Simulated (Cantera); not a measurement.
A Cantera script and what it prints.

```python
import numpy as np
import cantera as ct

gas_names = """
    H HO2 H2 H2O H2O2 O OH O2 O3 Zr ZrO ZrO2
""".split()
cond_names = """
    H2O(s) H2O(L) Zr(a) Zr(b) Zr(L) ZrO2(a) ZrO2(b) ZrO2(L)
""".split()


# ... load() reads the species with a 1 bar reference pressure and builds the phases ...
atoms = {
    'ZrO2': {'Zr': 1, 'O': 2},
    'H2': {'H': 2},
    'H2O': {'H': 2, 'O': 1},
}
top_T = {}  # K; cautious upper limits of use, not melting points


# ... equilibrate(T, P, feed) seeds the gas with the atoms and calls Mixture.equilibrate('TP', solver="vcs", rtol=1e-11, max_steps=5000) ...
results = []
feed = {'ZrO2': 1, 'H2': 22, 'H2O': 0.25}  # mol
P = 101325  # Pa
for T in [1325, 1375, 1425, 1475, 1525, 1575, 1625, 1675, 1725, 1775]:
    mix = equilibrate(T, P, feed)
    results.append((T, P, feed, dict(zip(mix.species_names, mix.species_moles))))

top = {s: max(r[3][s] / sum(r[3][g] for g in gas_names) for r in results) for s in gas_names}
cols = sorted((s for s in top if top[s] > 1e-06), key=lambda s: -top[s])[:8]
seen = [c for c in cond_names if any(r[3].get(c, 0) > 1e-12 for r in results)]
print("log10 of partial pressures in bar; condensed amounts in mol")
print(f"{'T/K':>10s}" + "".join(f"{s[:9]:>10s}" for s in cols + seen))
for T, P, feed, n in results:
    ng = sum(n[g] for g in gas_names)
    print(f"{T:10.4g}" + "".join(f"{np.log10(max(n[s] / ng * P / 1e5, 1e-99)):10.3f}" for s in cols)
          + "".join(f"{n.get(c, 0):10.4g}" for c in seen))
```

Result:

```
log10 of partial pressures in bar; condensed amounts in mol
       T/K        H2       H2O         H   ZrO2(a)   ZrO2(b)
      1325     0.001    -1.944    -5.786         1         0
      1375     0.001    -1.944    -5.465         1         0
      1425     0.001    -1.944    -5.166         1         0
      1475     0.001    -1.944    -4.887         1         0
      1525     0.001    -1.944    -4.626         0         1
      1575     0.001    -1.944    -4.381         0         1
      1625     0.001    -1.944    -4.151         0         1
      1675     0.001    -1.944    -3.935         0         1
      1725     0.001    -1.944    -3.731         0         1
      1775     0.001    -1.944    -3.538         0         1
```

Cantera equilibrium calculation (NASA polynomials, part measured and part estimated; ideal gas, pure solids and liquids).
